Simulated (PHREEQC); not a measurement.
Solution (20 °C): 0.06 mol CdSO4, 0.0074 mol H3BO3 and 0.033 mol H2SO4 per kg of water. It is in equilibrium with CO2 at log p = -3.4 (atm). Otherwise closed; pH follows from the charge balance.

Model: ion-association model, phreeqc.dat, run in PHREEQC.

Problem. The ionic strength comes out as 0.161 mol/kgw. What activity coefficients do Cd+2, SO4-2, Cd(SO4)2-2, H+, HSO4- get?

Solution. Cd+2 0.33, SO4-2 0.32, Cd(SO4)2-2 0.33, H+ 0.81, HSO4- 0.76.

This is a speciation only: nothing precipitates in the calculation. Species that the database lacks are ignored.
